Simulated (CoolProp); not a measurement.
Ethylene at 293.15 K and 0.11 MPa is throttled through a valve to 0.0743 MPa with no heat exchange. Each further row changes one setting.

Values from CoolProp's reference Helmholtz-energy equation of state, Smukala 2000.

```tsv
case	temperature change (K)	final density (kg/m³)
as stated	[?]	[?]
outlet pressure 0.0223 MPa	[?]	[?]
outlet pressure 0.0966 MPa	[?]	[?]
```

### Question
Some entries are withheld; supply them.

### Answer

- as stated, temperature change (K): -0.4
- as stated, final density (kg/m³): 0.860
- outlet pressure 0.0223 MPa, temperature change (K): -0.9
- outlet pressure 0.0223 MPa, final density (kg/m³): 0.258
- outlet pressure 0.0966 MPa, temperature change (K): -0.1
- outlet pressure 0.0966 MPa, final density (kg/m³): 1.12
